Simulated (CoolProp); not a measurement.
Vapour-liquid equilibrium of CHF3 (R23) (1) + R13 (2) at 193.4 K; x and y are mole fractions of (1).

Computed with CoolProp (multi-fluid Helmholtz-energy mixture model, Penoncello 2003 and Platzer 1990; pair parameters Bell 2016). This equation is an older, rougher fit; its heat capacities, sound speeds and derivatives of the liquid may be far off and weren't checked against measurements.

```tsv
x	bubble pressure, mixture model (MPa)	bubble pressure, Raoult's law (MPa)	y, mixture model	y, Raoult's law
0.05	0.1236	0.1109	0.142	0.052
0.15	0.1404	0.1113	0.303	0.155
0.25	0.1495	0.1118	0.391	0.258
0.35	0.1541	0.1123	0.448	0.359
0.45	0.1562	0.1127	0.492	0.460
0.55	0.1565	0.1132	0.531	0.560
0.65	0.1551	0.1137	0.574	0.659
0.75	0.1514	0.1141	0.628	0.758
0.85	0.1434	0.1146	0.712	0.855
0.95	0.1279	0.1151	0.864	0.952
```

The largest gap from Raoult's law is +38.6 % in bubble pressure, at x = 0.45. y crosses x between x = 0.45 and 0.55: the model has an azeotrope there.

Pair parameters are fitted to limited data, so mixtures are less certain than the pure fluids.
